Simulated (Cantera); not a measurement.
# Oxide etching and cleaning by halides: Fe2O3 + Cl2 + O2

A closed system holds: 1 mol Fe2O3, 4.5 mol Cl2, 2 mol O2, at 1673.15 K and 0.105 Torr.

These are equilibrium values from Cantera (NASA tables, ideal gas, pure condensed phases), not measurements of a reactor. Candidate condensed phases: Fe, FeCl2, FeCl3, FeO, Fe2O3, Fe3O4; 13 gas species. Equilibrium is a limit: real reactors are often held back by kinetics, nucleation or transport.

| Item | Result |
|---|---|
| x(Cl) | 0.474 |
| x(O2) | 0.333 |
| x(FeCl2) | 0.190 |
| x(O) | 0.00163 |
| x(Cl2) | 0.00114 |
| x(FeCl3) | 0.000103 |
| x(ClO) | 6.52e-5 |
| x(FeO) | 4.92e-6 |
| x(Fe) | 1.40e-6 |
| gas amount | 10.50 mol |
| log10 activity of Fe(δ) (absent) | -4.31 |
| log10 activity of FeCl2(l) (absent) | -5.62 |
